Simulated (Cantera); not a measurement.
A closed system holds: 1 mol C₃H₆, 0.022 mol CO₂, 2 mol O₂, at 1773 K and 10000 Pa.

These are equilibrium values from Cantera (NASA tables, ideal gas, pure condensed phases), not measurements of a reactor. Candidate condensed phases: C, C₆H₆, C₇H₈, C₈H₁₈, H₂O; 110 gas species. Kinetics and transport are ignored.

What is the equilibrium state?


```json
{
 "x(CO)": "0.459",
 "x(H₂)": "0.371",
 "x(H₂O)": "0.127",
 "x(CO₂)": "0.0425",
 "x(H)": "0.000548",
 "x(OH)": "1.17e-5",
 "gas_amount": "6.024 mol",
 "log10 activity of C(graphite) (absent)": "-4.36"
}
```
